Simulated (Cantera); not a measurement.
An adiabatic, constant-volume homogeneous reactor starts with 10.9 % CO, 5.33 % H2, 0.685 % CH4, 11.7 % O2, 71.4 % N2, at 1350 K and 0.370 bar.

Detailed kinetics in Cantera: GRI-Mech 3.0 (53 species, 325 reactions).

x: mole fraction; the columns are a selection and need not sum to one.

| t (s) | T (K) | P (bar) | x CO | x H2 | x CH4 | x OH | x HCN | x CH3 | x HO2 |
|---|---|---|---|---|---|---|---|---|---|
| 8.00e-6 | 1350 | 0.370 | 0.109 | 0.0533 | 0.00685 | 8.07e-9 | <1e-12 | ___ | 1.70e-8 |
| 2.05e-5 | 1350 | 0.370 | 0.109 | 0.0533 | 0.00685 | 4.80e-8 | <1e-12 | ___ | 4.55e-8 |
| 5.28e-5 | 1350 | 0.370 | 0.109 | 0.0533 | 0.00685 | 1.45e-6 | <1e-12 | ___ | 2.99e-7 |
| 0.000136 | 1500 | 0.412 | 0.108 | 0.0284 | 0.000956 | 0.00415 | 3.92e-8 | ___ | 2.15e-5 |
| 0.000348 | 1966 | 0.528 | 0.0552 | 0.00847 | <1e-12 | 0.0108 | 2.05e-12 | <1e-12 | 4.04e-6 |
| 0.000894 | 2327 | 0.611 | 0.0464 | 0.00587 | <1e-12 | 0.0122 | 7.65e-12 | <1e-12 | 2.38e-6 |
| 0.00230 | 2551 | 0.660 | 0.0347 | 0.00375 | <1e-12 | 0.0108 | 4.04e-11 | <1e-12 | 3.05e-6 |
| 0.00590 | 2577 | 0.666 | 0.0326 | 0.00345 | <1e-12 | 0.0102 | 8.14e-11 | <1e-12 | 3.23e-6 |
| 0.0152 | 2572 | 0.664 | 0.0324 | 0.00346 | <1e-12 | 0.00991 | 1.16e-10 | <1e-12 | 3.07e-6 |
| 0.0389 | 2569 | 0.663 | 0.0324 | 0.00346 | <1e-12 | 0.00980 | 1.28e-10 | <1e-12 | 3.01e-6 |
| 0.100 | 2569 | 0.663 | 0.0324 | 0.00346 | <1e-12 | 0.00979 | 1.28e-10 | <1e-12 | 3.00e-6 |

**Question.** What belongs in the gaps?

**Answer.** 
- 8.00e-6, x CH3: 8.65e-9
- 2.05e-5, x CH3: 8.18e-8
- 5.28e-5, x CH3: 3.12e-6
- 0.000136, x CH3: 0.000109
